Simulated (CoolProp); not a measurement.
Vapour-liquid equilibrium of n-octane (1) + ethylbenzene (2) at 0.00128 MPa; x and y are mole fractions of (1).

Values from CoolProp's multi-fluid Helmholtz-energy mixture model, Beckmüller 2019 and Zhou 2012; pair parameters Bell 2016.

Give the bubble temperature and the first vapour's composition at x = 0.35, 0.5, 0.725. Is there an azeotrope?

x = 0.35: 20.6 °C, y = 0.470; x = 0.5: 19.7 °C, y = 0.594; x = 0.725: 18.8 °C, y = 0.764. No azeotrope shows between x = 0.05 and 0.95.

Pair parameters are fitted to limited data, so mixtures are less certain than the pure fluids.
